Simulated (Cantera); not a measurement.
Input: 1 mol Si3N4, 0.011 mol Si, 7 mol H2, at 1300 °C and 0.100 bar.

Method: chemical equilibrium by Gibbs-energy minimisation in Cantera with the NASA 1993 tables (ideal gas, pure condensed phases). Candidate condensed phases: Si, Si3N4; 18 gas species. Mutual solubility and eutectic melting of coexisting phases are not modelled. Rates play no part.

Base state: H2 0.998, N2 0.00187, H 0.000129 (mole fractions); condensed: Si(s) + Si3N4(s).

Q: What changes in the equilibrium state with this change: pressure from 0.100 bar to 0.00140 bar?

A: 
```tsv
species	before	after
H2	0.998	0.866
N2	0.00187	0.133
H	0.000129	0.00101
Si	5.52e-7	3.94e-5
Si(s), mol	0.0306	1.63
Si3N4(s), mol	0.993	0.461
```

Q: What changes in the equilibrium state with this change: temperature from 1300 °C to 1175 °C?

A: 
```csv
species,before,after
H2,0.998,1.000
N2,0.00187,0.000165
H,0.000129,2.92e-5
"Si(s), mol",0.0306,0.0127
"Si3N4(s), mol",0.993,0.999
```

Q: What changes in the equilibrium state with this change: pressure from 0.100 bar to 0.730 bar?

A: 
```tsv
species	before	after
H2	0.998	1.000
N2	0.00187	0.000256
H	0.000129	4.77e-5
Si(s), mol	0.0306	0.0137
Si3N4(s), mol	0.993	0.999
```
